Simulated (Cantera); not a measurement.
A diamond (100) surface in a fixed gas of H2 with x(CH4) = 0.0028, x(H) = 0.00023, x(CH3) = 1.6e-05, 0.0170 bar; coverages are run to steady state.

Cantera simulation using the Harris–Goodwin 1993 mechanism for the reconstructed diamond (100) surface; the numbers are that mechanism's predictions, not measurements.

θ: site fractions in the mechanism's names (c6HH fully hydrogenated, c6H* and c6*H radical sites, c6** diradical, c6HM methylated).

| T (K) | growth (µm/h) | θ c6HH | θ c6H* | θ c6*H | θ c6** | θ c6HM |
|---|---|---|---|---|---|---|
| 950 | ? | 0.631 | 0.0134 | 0.318 | 0.00517 | 0.0252 |
| 1000 | ? | 0.605 | 0.0174 | 0.357 | 0.00690 | 0.00965 |
| 1050 | ? | 0.579 | 0.0216 | 0.387 | 0.00850 | 0.00288 |
| 1100 | ? | 0.556 | 0.0257 | 0.407 | 0.00975 | 0.000803 |
| 1150 | ? | 0.542 | 0.0295 | 0.418 | 0.0106 | 0.000229 |
| 1200 | ? | 0.535 | 0.0328 | 0.420 | 0.0109 | 6.79e-5 |
| 1250 | ? | 0.537 | 0.0357 | 0.416 | 0.0109 | 2.08e-5 |
| 1300 | ? | 0.545 | 0.0380 | 0.406 | 0.0106 | 6.72e-6 |
| 1350 | ? | 0.559 | 0.0397 | 0.392 | 0.0100 | 2.36e-6 |
| 1400 | ? | 0.574 | 0.0410 | 0.375 | 0.00938 | 8.97e-7 |

### Question
Complete the blanks.

### Answer

- 950, growth (µm/h): 0.0610
- 1000, growth (µm/h): 0.0381
- 1050, growth (µm/h): 0.0195
- 1100, growth (µm/h): 0.0113
- 1150, growth (µm/h): 0.00854
- 1200, growth (µm/h): 0.00751
- 1250, growth (µm/h): 0.00585
- 1300, growth (µm/h): 0.00331
- 1350, growth (µm/h): 0.00141
- 1400, growth (µm/h): 0.000539
